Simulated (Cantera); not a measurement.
Charge: 1 mol FeCl₂, 0.72 mol H₂O, 0.1 mol N₂, equilibrated at 0.00180 bar.

Equilibrium computed with Cantera from the NASA thermochemical tables; the gas is ideal and each condensed phase is pure. Candidate condensed phases: Fe, FeCl₂, FeCl₃, FeO, Fe(OH)₂, Fe(OH)₃, Fe₂O₃, Fe₃O₄, H₂O, NH₄Cl; 37 gas species. Mutual solubility and eutectic melting of coexisting phases are not modelled. The tables' stoichiometric FeO is somewhat more stable than real wüstite, so its field is too wide. FeO: taken at fixed stoichiometry. Equilibrium is a limit: real reactors are often held back by kinetics, nucleation or transport.

At 1475 K, list the 5 most abundant gas species with their mole fractions, and the condensed phases.

HCl 0.439, FeCl₂ 0.328, H₂O 0.172, N₂ 0.0549, H₂ 0.00353. Condensed: FeO(s) + Fe₃O₄(s).
